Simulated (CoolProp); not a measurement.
Model: reference Helmholtz-energy equation of state, Akasaka 2020, in CoolProp.

Q: For R1123, give the phase and the speed of sound (m/s), expansivity (1/kK) at 258.4 K and 7.11 MPa; 272.3 K and 7.11 MPa; 327.7 K and 7.11 MPa.

A: 
- 258.4 K and 7.11 MPa: liquid; speed of sound 638, expansivity 2.87
- 272.3 K and 7.11 MPa: liquid; speed of sound 571, expansivity 3.25
- 327.7 K and 7.11 MPa: liquid; speed of sound 294, expansivity 8.56
